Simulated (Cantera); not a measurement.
Input: 1 mol SiH2Cl2, 43 mol NH3, 5 mol N2, held at 1.00 bar.

Equilibrium computed with Cantera from the NASA thermochemical tables; the gas is ideal and each condensed phase is pure. Candidate condensed phases: NH4Cl, Si, Si3N4; 28 gas species. Kinetics and transport are ignored.

Over these rows the condensed part is Si3N4(s). Partial pressures as log10 of bar:

```tsv
T (K)	1000/T (1/K)	log p SiCl2	log p H2	log p N2	log p HCl
1373	0.7283	-6.02	-0.16	-0.55	-1.66
1473	0.6789	-5.35	-0.16	-0.55	-1.66
1573	0.6357	-4.76	-0.16	-0.55	-1.67
1673	0.5977	-4.25	-0.16	-0.55	-1.67
1773	0.5640	?	-0.16	-0.55	-1.67
1873	0.5339	-3.43	-0.16	-0.55	-1.68
```

Question: Fit log p(SiCl2) = a + b·(1000/T) to the five rows, give the apparent enthalpy, and predict the row at 1773 K.

Answer: Means: 1000/T = 0.6349, log p = -4.762. Sxy = -0.296946, Sxx = 0.0222450, so b = -13.35 and a = -4.762 − (-13.35)×0.6349 = 3.71.
Apparent enthalpy: −19.145 × (-13.35) = 256 kJ/mol. With the condensed phases at unit activity, 1/3 Si3N4(s) + 2 HCl(g) = SiCl2(g) + H2(g) + 2/3 N2(g) links this pressure to the main gases: over the six rows their terms move log p by -0.04 in all, so the slope is close to that reaction's ΔH°. The five rows lie within 0.02 of the line.
Prediction at 1773 K: 3.71 + (-13.35)×0.5640 = -3.82. The computed value is -3.81, 0.01 from the line.
